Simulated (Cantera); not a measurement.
An adiabatic, constant-volume homogeneous reactor starts with 3.02 % C3H8, 20.4 % O2, 76.6 % N2, at 1400 K and 0.385 atm.

Detailed kinetics in Cantera: GRI-Mech 3.0 (53 species, 325 reactions). GRI-Mech 3.0 was tuned for natural gas; its chemistry of propane as a main component is partial and can be far from experiment.

Task: Predict: time of steepest temperature rise; temperature at 9.00 s; equilibrium temperature; x(O2) at 9.00 s; x(H2O) at 9.00 s.

Result: 
```
Quantity                                                           Value
---------------------------------  -------------------------------------
time of steepest temperature rise                               0.354 ms
temperature at 9.00 s                                             2716 K
equilibrium temperature                                           2716 K
x(O2) at 9.00 s                    0.0519 (gas-phase equilibrium 0.0519)
x(H2O) at 9.00 s                   0.0936 (gas-phase equilibrium 0.0936)
```
